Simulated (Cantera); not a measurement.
What does this Cantera script print?

```python
import numpy as np
import cantera as ct

gas_names = """
    N NO NO2 NO3 N2 N2O O O2 O3 Si SiN SiO SiO2 Si2 Si2N Si3
""".split()
cond_names = """
    Si(cr) Si(L) SiO2(Lqz) SiO2(hqz) SiO2(L) Si2N2O(s) Si3N4(a)
""".split()


# ... load() reads the species with a 1 bar reference pressure and builds the phases ...
atoms = {
    'Si': {'Si': 1},
    'O2': {'O': 2},
    'N2': {'N': 2},
}
top_T = {'Si2N2O(s)': 2100, 'Si3N4(a)': 2400}  # K; cautious upper limits of use, not melting points


# ... equilibrate(T, P, feed) seeds the gas with the atoms and calls Mixture.equilibrate('TP', solver="vcs", rtol=1e-11, max_steps=5000) ...
results = []
feed = {'Si': 1, 'O2': 0.18, 'N2': 57}  # mol
T = 2173  # K
P = 100  # Pa
mix = equilibrate(T, P, feed)
results.append((T, P, feed, dict(zip(mix.species_names, mix.species_moles))))
print(gas.report(threshold=1e-05))
for i in range(1, mix.n_phases):
    print(f"{mix.phase(i).name:16s} {mix.phase_moles(i):12.5e} mol")
```

Result:

```
       temperature   2173 K
          pressure   100 Pa
           density   0.00015562 kg/m^3
  mean mol. weight   28.116 kg/kmol
   phase of matter   gas

                          1 kg             1 kmol
                     ---------------   ---------------
          enthalpy         2.364e+06        6.6464e+07  J
   internal energy        1.7214e+06        4.8397e+07  J
           entropy             11131        3.1297e+05  J/K
    Gibbs function       -2.1824e+07       -6.1361e+08  J
 heat capacity c_p            1285.7             36149  J/K
 heat capacity c_v            990.01             27835  J/K

                      mass frac. Y      mole frac. X     chem. pot. / RT
                     ---------------   ---------------   ---------------
                N2           0.97921           0.98277           -34.149
                Si          0.010943          0.010955            -9.603
               SiN        9.1597e-05        6.1183e-05           -26.677
               SiO         0.0097325         0.0062072            -47.51
     [  +12 minor]        1.9832e-05        9.4469e-06

Si(L)             0.00000e+00 mol
SiO2(L)           0.00000e+00 mol
Si3N4(a)          0.00000e+00 mol
```

These are equilibrium values from Cantera (NASA tables, ideal gas, pure condensed phases), not measurements of a reactor. The tables' values for SiN are old estimates; treat these amounts as uncertain.
